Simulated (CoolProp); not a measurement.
Saturation properties of C2F6 (R116).

Model: reference Helmholtz-energy equation of state, Lemmon 2006, in CoolProp. It is a short technical equation, of lower accuracy than the large ones.

| T (K) | p (MPa) | liquid density (kg/m³) | vapour density (kg/m³) | liquid cp (kJ/(kg K)) |
|---|---|---|---|---|
| 233.2 | 0.5413 | 1418 | 45.15 | 1.066 |
| 236.1 | 0.6001 | 1402 | 50.10 | 1.079 |
| 239.1 | 0.6658 | 1384 | 55.68 | 1.093 |
| 242 | 0.7342 | 1367 | 61.59 | 1.108 |
| 244.9 | 0.8078 | 1349 | 68.04 | 1.125 |
| 247.8 | 0.8867 | 1331 | 75.08 | 1.143 |
| 250.7 | 0.9711 | 1312 | 82.78 | … |
| 253.6 | 1.061 | … | … | 1.184 |
| 256.6 | 1.161 | 1272 | … | 1.209 |
| 259.5 | 1.264 | 1250 | 111.1 | 1.236 |
| 262.4 | 1.374 | 1228 | 122.4 | … |
| 265.3 | 1.490 | 1205 | 134.9 | 1.304 |
| 268.2 | 1.614 | … | 148.9 | 1.348 |
| 271.1 | 1.746 | … | 164.7 | 1.401 |
| 274 | 1.886 | 1125 | 182.6 | … |

### Question
Some entries are withheld; supply them.

### Answer

- 250.7, liquid cp (kJ/(kg K)): 1.162
- 253.6, liquid density (kg/m³): 1293
- 253.6, vapour density (kg/m³): 91.22
- 256.6, vapour density (kg/m³): 100.8
- 262.4, liquid cp (kJ/(kg K)): 1.267
- 268.2, liquid density (kg/m³): 1180
- 271.1, liquid density (kg/m³): 1154
- 274, liquid cp (kJ/(kg K)): 1.469

It boils at 195.1 K under 1 atm.
